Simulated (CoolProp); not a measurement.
R1233zd(E) along the isotherm 450 K: density (kg/m³) from the reference equation and from simpler models built on Tc = 438.9 K, pc = 35.83 bar, ω = 0.304; each cubic takes its own stable root.

Model: reference Helmholtz-energy equation of state, Akasaka 2022, in CoolProp.

```tsv
p (bar)	phase	reference
5.97	gas	22.06
11.9	gas	46.97
17.9	gas	76.40
23.9	gas	112.3
29.9	gas	159.3
35.8	gas	230.2
41.8	supercritical	424.4
47.8	supercritical	651.8
53.7	supercritical	716.0
```

How far does each simpler model (ideal gas, van der Waals) lie from the reference over these 9 states: mean and median of the absolute difference, and the worst?


- ideal gas: mean 39.5 %, median 34.5 %, worst -74.4 % at 450 K and 47.8 bar
- van der Waals: mean 7.8 %, median 3.7 %, worst -27.3 % at 450 K and 53.7 bar
